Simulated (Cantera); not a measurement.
Feed: 1 mol Si, 1.9 mol HCl, 35 mol N2, equilibrated at 525 K and 0.00160 bar.

Cantera equilibrium calculation (NASA polynomials, part measured and part estimated; ideal gas, pure solids and liquids). Candidate condensed phases: NH4Cl, Si, Si3N4; 28 gas species. N2 is the only nitrogen source here; it is nearly inert below about 1500 K, so the nitride shown seldom forms there in practice. Kinetics and transport are ignored.

Base state: N2 0.954, HCl 0.0268, H2 0.0129, SiCl4 0.00645 (mole fractions); condensed: Si3N4(s).

Q: What changes in the equilibrium state with this change: HCl from 1.9 to 12 mol?

A: 
| species | before | after |
|---|---|---|
| N2 | 0.954 | 0.761 |
| HCl | 0.0268 | 0.174 |
| H2 | 0.0129 | 0.0435 |
| SiCl4 | 0.00645 | 0.0217 |
| Si3N4(s), mol | 0.256 | 0 |
